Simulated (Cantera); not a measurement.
What does this Cantera script print?

```python
import numpy as np
import cantera as ct

gas_names = [...]  # 151 gases of nasa_gas.yaml made of C, H, N, O, Si
cond_names = """
    C(gr) C6H6(L) C7H8(L) C8H18(L),n-octa H2O(s) H2O(L) Si(cr) Si(L) SiC(b) SiO2(Lqz) SiO2(hqz) SiO2(L)
    Si2N2O(s) Si3N4(a)
""".split()


# ... load() reads the species with a 1 bar reference pressure and builds the phases ...
atoms = {
    'Si3N4': {'Si': 3, 'N': 4},
    'O2': {'O': 2},
    'H2': {'H': 2},
    'CH4': {'C': 1, 'H': 4},
}
top_T = {'C(gr)': 4500, 'SiC(b)': 3050, 'Si2N2O(s)': 2100, 'Si3N4(a)': 2400}  # K; cautious upper limits of use, not melting points


# ... equilibrate(T, P, feed) seeds the gas with the atoms and calls Mixture.equilibrate('TP', solver="vcs", rtol=1e-11, max_steps=5000) ...
results = []
feed = {'Si3N4': 1, 'O2': 0.14, 'H2': 9.9, 'CH4': 0.0012}  # mol
P = 10000  # Pa
for T in [975, 1050, 1125, 1200, 1275, 1350, 1425, 1500]:
    mix = equilibrate(T, P, feed)
    results.append((T, P, feed, dict(zip(mix.species_names, mix.species_moles))))

top = {s: max(r[3][s] / sum(r[3][g] for g in gas_names) for r in results) for s in gas_names}
cols = sorted((s for s in top if top[s] > 0.0001), key=lambda s: -top[s])[:5]
seen = [c for c in cond_names if any(r[3].get(c, 0) > 1e-12 for r in results)]
print("log10 of partial pressures in bar; condensed amounts in mol")
print(f"{'T/K':>10s}" + "".join(f"{s[:9]:>10s}" for s in cols + seen))
for T, P, feed, n in results:
    ng = sum(n[g] for g in gas_names)
    print(f"{T:10.4g}" + "".join(f"{np.log10(max(n[s] / ng * P / 1e5, 1e-99)):10.3f}" for s in cols)
          + "".join(f"{n.get(c, 0):10.4g}" for c in seen))
```

It prints:

```
log10 of partial pressures in bar; condensed amounts in mol
       T/K        H2        N2       CH4    SiC(b) Si2N2O(s)  Si3N4(a)
       975    -1.004    -3.030    -4.921         0      0.28    0.8133
      1050    -1.004    -3.030    -4.921         0      0.28    0.8133
      1125    -1.004    -3.030    -4.921         0      0.28    0.8133
      1200    -1.004    -3.030    -4.923         0      0.28    0.8133
      1275    -1.004    -3.030    -4.929         0      0.28    0.8133
      1350    -1.004    -3.030    -4.948         0      0.28    0.8133
      1425    -1.004    -3.028    -5.389 0.0007011      0.28    0.8131
      1500    -1.004    -3.027    -5.871 0.0009629    0.2799    0.8131
```

These are equilibrium values from Cantera (NASA tables, ideal gas, pure condensed phases), not measurements of a reactor. Mutual solubility and eutectic melting of coexisting phases are not modelled.
